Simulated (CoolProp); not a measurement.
Model: reference Helmholtz-energy equation of state, Thol 2016, in CoolProp.

Question: For hexamethyldisiloxane (MM), give the phase and the density (kg/m³), cp (kJ/(kg K)), cv (kJ/(kg K)) at 620 K and 690 kPa; 620 K and 2760 kPa; 620 K and 3450 kPa.

Answer: 
- 620 K and 690 kPa: gas; density 23.3, cp 2.30, cv 2.22
- 620 K and 2760 kPa: supercritical; density 118, cp 2.50, cv 2.26
- 620 K and 3450 kPa: supercritical; density 159, cp 2.61, cv 2.27
